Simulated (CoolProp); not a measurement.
Vapour-liquid equilibrium of CF4 (R14) (1) + CHF3 (R23) (2) at 2.68 bar; x and y are mole fractions of (1).

The numbers come from the multi-fluid Helmholtz-energy mixture model, Platzer 1990 and Penoncello 2003; pair parameters Bell 2016 in CoolProp. This equation is an older, rougher fit; its heat capacities, sound speeds and derivatives of the liquid may be far off and weren't checked against measurements.

### Question
Give the bubble temperature and the first vapour's composition at x = 0.05, 0.75, 0.95. Is there an azeotrope?

### Answer
x = 0.05: -81.0 °C, y = 0.600; x = 0.75: -110.1 °C, y = 0.959; x = 0.95: -111.9 °C, y = 0.986. No azeotrope shows between x = 0.05 and 0.95.

The pair parameters rest on a limited set of measurements; away from them the model extrapolates. With so large a gap from Raoult's law the liquid may split in two, which this calculation doesn't test in full.
